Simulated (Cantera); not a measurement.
A closed system holds: 1 mol Fe2O3, 0.43 mol SO2, 8.4 mol CO2, held at 3.90 bar.

Cantera equilibrium calculation (NASA polynomials, part measured and part estimated; ideal gas, pure solids and liquids). Candidate condensed phases: C, Fe, Fe(CO)5, FeO, FeS, FeSO4, FeS2, Fe2O3, Fe2(SO4)3, Fe3O4, S; 25 gas species. Mutual solubility and eutectic melting of coexisting phases are not modelled. Equilibrium is a limit: real reactors are often held back by kinetics, nucleation or transport.

**Question.** Which condensed phases are stable at each of these points (T (K)): 1350, 1400, 1450, 1500, 1550, 1600, 1650, 1700, 1750?

**Answer.** 
```json
[
 {"T (K)": "1350", "condensed phases": "Fe2O3(s) + Fe3O4(s)", "Fe condensed (%)": "100.0"},
 {"T (K)": "1400", "condensed phases": "Fe2O3(s) + Fe3O4(s)", "Fe condensed (%)": "100.0"},
 {"T (K)": "1450", "condensed phases": "Fe2O3(s) + Fe3O4(s)", "Fe condensed (%)": "100.0"},
 {"T (K)": "1500", "condensed phases": "Fe2O3(s) + Fe3O4(s)", "Fe condensed (%)": "100.0"},
 {"T (K)": "1550", "condensed phases": "Fe2O3(s) + Fe3O4(s)", "Fe condensed (%)": "100.0"},
 {"T (K)": "1600", "condensed phases": "Fe2O3(s) + Fe3O4(s)", "Fe condensed (%)": "100.0"},
 {"T (K)": "1650", "condensed phases": "Fe3O4(s)", "Fe condensed (%)": "100.0"},
 {"T (K)": "1700", "condensed phases": "Fe3O4(s)", "Fe condensed (%)": "100.0"},
 {"T (K)": "1750", "condensed phases": "Fe3O4(s)", "Fe condensed (%)": "100.0"}
]
```

From 1350 K to 1600 K the condensed part is Fe2O3(s) + Fe3O4(s). From 1650 K to 1750 K the condensed part is Fe3O4(s).
